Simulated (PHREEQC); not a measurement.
## Reverse-osmosis permeate: speciation

A made-up water analysis in mmol/kgw, 25 °C, pH 6.35, pe 0.4: Na 0.0183; K 0.00512; Ca 0.0193; Mg 0.0241; Cl 0.058; S(6) 0.00285; Alkalinity (meq/kgw) 0.0447; Mn(2) 1.51e-05.

Valence states are taken as typed.

Model: ion-association model, wateq4f.dat, run in PHREEQC.

```
Property                        Result
--------------------  ----------------
ionic strength        0.000156 mol/kgw
charge-balance error             0.8 %
```

```tsv
species	molality	activity	log γ
Cl-	5.80e-5	5.72e-5	-0.006
HCO3-	4.51e-5	4.45e-5	-0.006
CO2	4.46e-5	4.47e-5	0.000
Mg+2	2.41e-5	2.27e-5	-0.025
Ca+2	1.93e-5	1.82e-5	-0.025
Na+	1.83e-5	1.80e-5	-0.006
K+	5.12e-6	5.05e-6	-0.006
SO4-2	2.83e-6	2.67e-6	-0.025
H+	4.53e-7	4.47e-7	-0.006
```

This is a speciation only: nothing precipitates in the calculation.
